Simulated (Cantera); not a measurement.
A diamond (100) surface in a fixed gas of H2 with x(CH4) = 0.006, x(H) = 0.025, x(CH3) = 0.00063, at 1275 K; coverages are run to steady state.

Detailed kinetics in Cantera: the Harris–Goodwin 1993 mechanism for the reconstructed diamond (100) surface.

One state of this run: growth (µm/h) = 117; θ c6HH = 0.389; θ c6H* = 0.0473; θ c6*H = 0.515; θ c6** = 0.0423; θ c6HM = 0.00345. θ: site fractions in the mechanism's names (c6HH fully hydrogenated, c6H* and c6*H radical sites, c6** diradical, c6HM methylated).

### Question
Which value of P (Pa) does it belong to?
A. 2500
B. 20000
C. 1200
D. 610

### Answer
B, 20000
